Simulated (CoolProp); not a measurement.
Vapour-liquid equilibrium of cyclohexane (1) + o-xylene (2) at 452.3 K; x and y are mole fractions of (1).

Computed with CoolProp (multi-fluid Helmholtz-energy mixture model, Zhou 2014 and Zhou 2012; pair parameters Bell 2016).

```tsv
x	bubble pressure (MPa)	y at the bubble point	dew pressure at overall composition x (MPa)	liquid density (mol/L)
0.05	0.2793	0.189	0.2449	(withheld)
0.2	0.4060	0.506	0.2825	6.974
0.35	0.5208	0.668	(withheld)	7.013
0.5	0.6255	0.772	(withheld)	7.053
0.65	0.7238	0.849	0.5053	7.093
0.8	0.8200	0.915	0.6597	7.138
0.95	0.9184	0.978	(withheld)	7.191
```

What belongs in the gaps?


- 0.05, liquid density (mol/L): 6.932
- 0.35, dew pressure at overall composition x (MPa): 0.3326
- 0.5, dew pressure at overall composition x (MPa): 0.4027
- 0.95, dew pressure at overall composition x (MPa): 0.8737

No azeotrope shows between x = 0.05 and 0.95.

The pair parameters rest on a limited set of measurements; away from them the model extrapolates.
